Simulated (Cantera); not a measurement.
A Cantera script and what it prints.

```python
import numpy as np
import cantera as ct

gas_names = """
    H HO2 H2 H2O H2O2 Na NaH NaO NaOH Na2 Na2O Na2O2H2 O OH O2 O3
""".split()
cond_names = """
    H2O(s) H2O(L) Na(cr) Na(L) NaOH(a) NaOH(L) NaO2(s) Na2O(c) Na2O(a) Na2O(L) Na2O2(a) Na2O2(b)
""".split()


# ... load() reads the species with a 1 bar reference pressure and builds the phases ...
atoms = {
    'NaOH': {'Na': 1, 'O': 1, 'H': 1},
    'H2O': {'H': 2, 'O': 1},
}
top_T = {'NaO2(s)': 800, 'Na2O2(b)': 940}  # K; cautious upper limits of use, not melting points


# ... equilibrate(T, P, feed) seeds the gas with the atoms and calls Mixture.equilibrate('TP', solver="vcs", rtol=1e-11, max_steps=5000) ...
results = []
feed = {'NaOH': 1, 'H2O': 0.3}  # mol
for P in [10, 52, 270, 1400, 7200, 37000, 190000, 1000000]:
    for T in [1225, 1250, 1275, 1300, 1325, 1350, 1375, 1400, 1425, 1450, 1475, 1500, 1525, 1550]:
        mix = equilibrate(T, P, feed)
        results.append((T, P, feed, dict(zip(mix.species_names, mix.species_moles))))

for T, P, feed, n in results:
    print(f"{T:7g} {P:10.4g}  " + (" + ".join(c for c in cond_names if n.get(c, 0) > 1e-12) or "gas only"))
```

Output:

```
   1225         10  gas only
   1250         10  gas only
   1275         10  gas only
   1300         10  gas only
   1325         10  gas only
   1350         10  gas only
   1375         10  gas only
   1400         10  gas only
   1425         10  gas only
   1450         10  gas only
   1475         10  gas only
   1500         10  gas only
   1525         10  gas only
   1550         10  gas only
   1225         52  gas only
   1250         52  gas only
   1275         52  gas only
   1300         52  gas only
   1325         52  gas only
   1350         52  gas only
   1375         52  gas only
   1400         52  gas only
   1425         52  gas only
   1450         52  gas only
   1475         52  gas only
   1500         52  gas only
   1525         52  gas only
   1550         52  gas only
   1225        270  gas only
   1250        270  gas only
   1275        270  gas only
   1300        270  gas only
   1325        270  gas only
   1350        270  gas only
   1375        270  gas only
   1400        270  gas only
   1425        270  gas only
   1450        270  gas only
   1475        270  gas only
   1500        270  gas only
   1525        270  gas only
   1550        270  gas only
   1225       1400  NaOH(L)
   1250       1400  NaOH(L)
   1275       1400  NaOH(L)
   1300       1400  NaOH(L)
   1325       1400  gas only
   1350       1400  gas only
   1375       1400  gas only
   1400       1400  gas only
   1425       1400  gas only
   1450       1400  gas only
   1475       1400  gas only
   1500       1400  gas only
   1525       1400  gas only
   1550       1400  gas only
   1225       7200  NaOH(L)
   1250       7200  NaOH(L)
   1275       7200  NaOH(L)
   1300       7200  NaOH(L)
   1325       7200  NaOH(L)
   1350       7200  NaOH(L)
   1375       7200  NaOH(L)
   1400       7200  NaOH(L)
   1425       7200  NaOH(L)
   1450       7200  NaOH(L)
   1475       7200  gas only
   1500       7200  gas only
   1525       7200  gas only
   1550       7200  gas only
   1225    3.7e+04  NaOH(L)
   1250    3.7e+04  NaOH(L)
   1275    3.7e+04  NaOH(L)
   1300    3.7e+04  NaOH(L)
   1325    3.7e+04  NaOH(L)
   1350    3.7e+04  NaOH(L)
   1375    3.7e+04  NaOH(L)
   1400    3.7e+04  NaOH(L)
   1425    3.7e+04  NaOH(L)
   1450    3.7e+04  NaOH(L)
   1475    3.7e+04  NaOH(L)
   1500    3.7e+04  NaOH(L)
   1525    3.7e+04  NaOH(L)
   1550    3.7e+04  NaOH(L)
   1225    1.9e+05  NaOH(L)
   1250    1.9e+05  NaOH(L)
   1275    1.9e+05  NaOH(L)
   1300    1.9e+05  NaOH(L)
   1325    1.9e+05  NaOH(L)
   1350    1.9e+05  NaOH(L)
   1375    1.9e+05  NaOH(L)
   1400    1.9e+05  NaOH(L)
   1425    1.9e+05  NaOH(L)
   1450    1.9e+05  NaOH(L)
   1475    1.9e+05  NaOH(L)
   1500    1.9e+05  NaOH(L)
   1525    1.9e+05  NaOH(L)
   1550    1.9e+05  NaOH(L)
   1225      1e+06  NaOH(L)
   1250      1e+06  NaOH(L)
   1275      1e+06  NaOH(L)
   1300      1e+06  NaOH(L)
   1325      1e+06  NaOH(L)
   1350      1e+06  NaOH(L)
   1375      1e+06  NaOH(L)
   1400      1e+06  NaOH(L)
   1425      1e+06  NaOH(L)
   1450      1e+06  NaOH(L)
   1475      1e+06  NaOH(L)
   1500      1e+06  NaOH(L)
   1525      1e+06  NaOH(L)
   1550      1e+06  NaOH(L)
```

These are equilibrium values from Cantera (NASA tables, ideal gas, pure condensed phases), not measurements of a reactor.
